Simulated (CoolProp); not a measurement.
Saturation properties of octamethylcyclotetrasiloxane (D4).

Computed with CoolProp (reference Helmholtz-energy equation of state, Thol 2015).

```tsv
T (K)	p (MPa)	liquid density (kg/m³)	vapour Z	surface tension (mN/m)
304	0.0002055	944.0	0.9994	17.6
319	0.0005574	926.8	0.9986	16.5
334.1	0.001354	909.4	0.9972	15.3
349.2	0.002974	891.7	0.9947	14.2
364.3	0.005999	873.8	0.9909	13.2
379.3	0.01120	855.7	0.9852	12.1
394.4	0.01971	837.1	0.9772	11.0
409.5	0.03286	818.0	0.9665	10.00
```

It boils at 448.9 K under 1 atm.

Surface tension comes from a separate correlation (Mulero 2014), older than this fluid's equation and unchecked against measurements.
